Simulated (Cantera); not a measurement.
**Low-pressure radical oxidation in H2/O2**

A perfectly stirred reactor is fed with H2 : O2 : H2O = 0.018 : 1 : 0.03 (molar parts), at 0.0217 atm; it is held at 1350 K, and followed from long to short residence time.

Computed with Cantera and the H2/O2 subset of GRI-Mech 3.0, which has no nitrogen chemistry. Radical loss at walls, strong at low pressure, is not modelled.

| τ (s) | x H2 | x O2 | x O | x H2O2 | x OH | x H2O |
|---|---|---|---|---|---|---|
| 3.4 | 2.32e-5 | 0.953 | 0.000606 | 2.13e-8 | 0.000694 | 0.0458 |
| 0.73 | 6.02e-5 | 0.952 | 0.00161 | 3.52e-8 | 0.00113 | 0.0455 |
| 0.16 | 0.000147 | 0.949 | 0.00385 | 5.21e-8 | 0.00175 | 0.0449 |
| 0.034 | 0.000338 | 0.945 | 0.00760 | 6.86e-8 | 0.00248 | 0.0441 |
| 0.0073 | 0.000812 | 0.941 | 0.0106 | 8.18e-8 | 0.00308 | 0.0430 |
| 0.0016 | 0.00243 | 0.941 | 0.0103 | 9.74e-8 | 0.00358 | 0.0410 |
| 0.00033 | 0.00857 | 0.947 | 0.00559 | 8.56e-8 | 0.00315 | 0.0352 |
x: mole fraction; the columns are a selection and need not sum to one.
